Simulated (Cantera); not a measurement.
Charge: 1 mol CF4, 0.049 mol HCl.

Cantera equilibrium calculation (NASA polynomials, part measured and part estimated; ideal gas, pure solids and liquids). Candidate condensed phases: C, C6H6, C7H8, C8H18; 118 gas species. The numbers say what is thermodynamically allowed, not how fast it happens.

Question: What condenses at these points (T in K, P in Pa): (2498, 720); (2448, 5.2); (2298, 1); (2598, 5.2); (2348, 27)?

Answer: 
```tsv
T (K)	P in Pa	condensed phases	C condensed (%)
2498	720	gas only	0.0
2448	5.2	C	80.4
2298	1	C	89.3
2598	5.2	C	20.5
2348	27	C	65.2
```
